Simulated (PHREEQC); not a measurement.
Na2SO4 is added in steps, without added water, to 1 kg of water holding 2 mol NaCl and 0.011 mol NaHCO3, at 20 °C. CO2 from the air is kept out. The run lets Burkeite, Halite, Mirabilite, Nahcolite, Natron, Thenardite, Trona precipitate or redissolve, and no other solid.

Base run: PHREEQC, Pitzer model, pitzer.dat. Each further column changes one thing. The table gives pH.

| Na2SO4 added (mol) | base | database wateq4f.dat | database phreeqc.dat, all activity coefficients set to 1 |
|---|---|---|---|
| 0 | 7.62 | 7.47 | 7.66 |
| 0.125 | 7.59 | 7.44 | 7.64 |
| 0.2083 | 7.57 | 7.42 | 7.64 |
| 0.3333 | 7.55 | 7.39 | 7.62 |
| 0.4583 | 7.52 | 7.36 | 7.61 |
| 0.5417 | 7.50 | 7.34 | 7.61 |
| 0.6667 | 7.48 | 7.33 | 7.60 |
| 0.7917 | 7.45 | 7.33 | 7.59 |
| 0.875 | 7.44 | 7.32 | 7.58 |
| 1 | 7.43 | 7.32 | 7.57 |

In brines, pH and single-ion activities rest on the MacInnes convention. The ionic strength passes 0.7 mol/kgw, the rough limit of the ion-association models, in part of: database wateq4f.dat; database phreeqc.dat, all activity coefficients set to 1. pitzer.dat has no redox and few complexes: it carries them in its interaction parameters. phreeqc.dat and wateq4f.dat share most of their constants, so their agreement is no independent check. Solids allowed in the column 'database wateq4f.dat': Halite, Mirabilite, Nahcolite, Natron. Solids allowed in the column 'database phreeqc.dat, all activity coefficients set to 1': Halite.
